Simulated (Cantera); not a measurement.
Input: 1 mol SiH2Cl2, 0.061 mol Cl2, 39 mol H2, held at 75.0 Torr.

Method: chemical equilibrium by Gibbs-energy minimisation in Cantera with the NASA 1993 tables (ideal gas, pure condensed phases). Candidate condensed phases: Si; 19 gas species. The tables' values for SiCl3 are old estimates; treat these amounts as uncertain. Rates play no part.

x: gas mole fraction; n: condensed amount in mol.

```json
[
 {"T (K)": "998", "x H2": "0.978", "x HCl": "0.0107", "x SiCl4": "0.00676", "x SiCl2": "0.000197", "x SiHCl3": "0.00430", "x SiCl3": "0.000233", "x SiH2Cl2": "0.000294", "n Si(s)": "?"},
 {"T (K)": "1048", "x H2": "0.974", "x HCl": "0.0153", "x SiCl4": "0.00576", "x SiCl2": "0.000449", "x SiHCl3": "0.00374", "x SiCl3": "0.000376", "x SiH2Cl2": "0.000277", "n Si(s)": "?"},
 {"T (K)": "1098", "x H2": "0.970", "x HCl": "0.0208", "x SiCl4": "0.00453", "x SiCl2": "0.000906", "x SiHCl3": "0.00308", "x SiCl3": "0.000540", "x SiH2Cl2": "0.000250", "n Si(s)": "?"},
 {"T (K)": "1148", "x H2": "0.965", "x HCl": "0.0266", "x SiCl4": "0.00319", "x SiCl2": "0.00160", "x SiHCl3": "0.00233", "x SiCl3": "0.000681", "x SiH2Cl2": "0.000213", "n Si(s)": "0.673"},
 {"T (K)": "1198", "x H2": "0.961", "x HCl": "0.0318", "x SiCl4": "0.00195", "x SiCl2": "0.00248", "x SiHCl3": "0.00158", "x SiCl3": "0.000739", "x SiH2Cl2": "0.000168", "n Si(s)": "0.717"},
 {"T (K)": "1248", "x H2": "0.958", "x HCl": "0.0358", "x SiCl4": "0.00102", "x SiCl2": "0.00336", "x SiHCl3": "0.000963", "x SiCl3": "0.000689", "x SiH2Cl2": "0.000123", "n Si(s)": "0.748"},
 {"T (K)": "1298", "x H2": "0.956", "x HCl": "0.0382", "x SiCl4": "0.000474", "x SiCl2": "0.00407", "x SiHCl3": "0.000535", "x SiCl3": "0.000568", "x SiH2Cl2": "8.50e-5", "n Si(s)": "0.765"},
 {"T (K)": "1348", "x H2": "0.955", "x HCl": "0.0395", "x SiCl4": "0.000207", "x SiCl2": "0.00458", "x SiHCl3": "0.000284", "x SiCl3": "0.000434", "x SiH2Cl2": "5.69e-5", "n Si(s)": "0.772"},
 {"T (K)": "1398", "x H2": "0.954", "x HCl": "0.0400", "x SiCl4": "8.99e-5", "x SiCl2": "0.00493", "x SiHCl3": "0.000151", "x SiCl3": "0.000322", "x SiH2Cl2": "3.79e-5", "n Si(s)": "0.773"},
 {"T (K)": "1448", "x H2": "0.954", "x HCl": "0.0401", "x SiCl4": "4.00e-5", "x SiCl2": "0.00520", "x SiHCl3": "8.14e-5", "x SiCl3": "0.000238", "x SiH2Cl2": "2.56e-5", "n Si(s)": "0.771"},
 {"T (K)": "1498", "x H2": "0.954", "x HCl": "0.0401", "x SiCl4": "1.85e-5", "x SiCl2": "0.00540", "x SiHCl3": "4.53e-5", "x SiCl3": "0.000177", "x SiH2Cl2": "1.76e-5", "n Si(s)": "0.767"},
 {"T (K)": "1548", "x H2": "0.954", "x HCl": "0.0400", "x SiCl4": "8.93e-6", "x SiCl2": "0.00558", "x SiHCl3": "2.60e-5", "x SiCl3": "0.000133", "x SiH2Cl2": "1.24e-5", "n Si(s)": "0.763"},
 {"T (K)": "1598", "x H2": "0.954", "x HCl": "0.0398", "x SiCl4": "4.49e-6", "x SiCl2": "0.00572", "x SiHCl3": "1.54e-5", "x SiCl3": "0.000102", "x SiH2Cl2": "8.85e-6", "n Si(s)": "0.759"}
]
```

Task: Complete the blanks.

Result: 
- 998, n Si(s): 0.522
- 1048, n Si(s): 0.569
- 1098, n Si(s): 0.621
